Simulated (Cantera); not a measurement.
## Equilibrium for sublimation and decomposition of ceramics: Si3N4 + H2

Feed: 1 mol Si3N4, 0.69 mol H2, at 1525 K and 33.0 Torr.

Equilibrium computed with Cantera from the NASA thermochemical tables; the gas is ideal and each condensed phase is pure. Candidate condensed phases: Si, Si3N4; 18 gas species. Mutual solubility and eutectic melting of coexisting phases are not modelled. Equilibrium is a limit: real reactors are often held back by kinetics, nucleation or transport.

```json
{
 "x(H2)": "0.998",
 "x(N2)": "0.00175",
 "x(H)": "0.000113",
 "x(SiH2)": "2.05e-6",
 "n(Si(s))": "0.00181 mol",
 "n(Si3N4(s))": "0.999 mol",
 "gas_amount": "0.6912 mol"
}
```
